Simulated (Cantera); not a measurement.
An isothermal, constant-pressure homogeneous reactor starts with 28.1 % H2, 36.0 % O2, 36.0 % N2, at 1175 K and 0.470 bar.

Model: GRI-Mech 3.0 (53 species, 325 reactions), integrated in Cantera. The temperature is held fixed by assumption; the heat of reaction is taken as removed at once.

x: mole fraction; the columns are a selection and need not sum to one.

| t (s) | x H2 | x O2 | x NO | x H | x O | x N2O |
|---|---|---|---|---|---|---|
| 9.00e-6 | 0.281 | 0.360 | <1e-12 | 6.27e-8 | 1.66e-8 | <1e-12 |
| 3.04e-5 | 0.280 | 0.360 | <1e-12 | 4.05e-5 | 1.10e-5 | 1.51e-12 |
| 0.000103 | 0.0111 | 0.256 | 2.44e-6 | 0.00403 | 0.00404 | 3.25e-8 |
| 0.000347 | 0.00105 | 0.255 | 2.43e-6 | 2.73e-5 | 0.000153 | 4.66e-8 |
| 0.00117 | [?] | 0.255 | 2.35e-6 | [?] | [?] | 5.01e-8 |
| 0.00397 | 1.01e-5 | 0.255 | 2.36e-6 | 5.24e-8 | 2.42e-6 | 5.16e-8 |
| 0.0134 | [?] | 0.255 | 2.42e-6 | [?] | [?] | 5.23e-8 |
| 0.0453 | 6.07e-8 | 0.255 | 2.46e-6 | 3.66e-10 | 1.20e-7 | 5.25e-8 |
| 0.153 | 1.69e-8 | 0.255 | 2.47e-6 | 6.06e-11 | 3.48e-8 | 5.18e-8 |
| 0.518 | 7.94e-9 | 0.255 | 2.47e-6 | 1.89e-11 | 1.37e-8 | 4.83e-8 |
| 1.75 | 7.10e-9 | 0.255 | 2.46e-6 | 1.52e-11 | 1.09e-8 | 3.78e-8 |
| 5.92 | 7.09e-9 | 0.255 | 2.46e-6 | 1.52e-11 | 1.08e-8 | 1.76e-8 |
| 20.0 | 7.09e-9 | 0.255 | 2.46e-6 | 1.52e-11 | 1.08e-8 | 5.17e-9 |

Task: What belongs in the gaps?

Result: 
- 0.00117, x H2: 0.000142
- 0.00117, x H: 1.25e-6
- 0.00117, x O: 1.72e-5
- 0.0134, x H2: 4.37e-7
- 0.0134, x H: 3.07e-9
- 0.0134, x O: 4.75e-7
